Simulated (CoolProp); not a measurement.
Model: reference Helmholtz-energy equation of state, Lemmon 2006, in CoolProp. It is a short technical equation, of lower accuracy than the large ones.

Task: Give the vapour pressure (MPa), vapour density (kg/m³), liquid cp (kJ/(kg K)), surface tension (mN/m) of saturated carbonyl sulfide at 323.8, 348.4 K.

Result: 
```tsv
T (K)	p (MPa)	vapour density (kg/m³)	liquid cp (kJ/(kg K))	surface tension (mN/m)
323.8	2.30	68.5	1.54	4.79
348.4	3.74	122	1.93	2.08
```

Surface tension comes from a separate correlation (Mulero 2012).
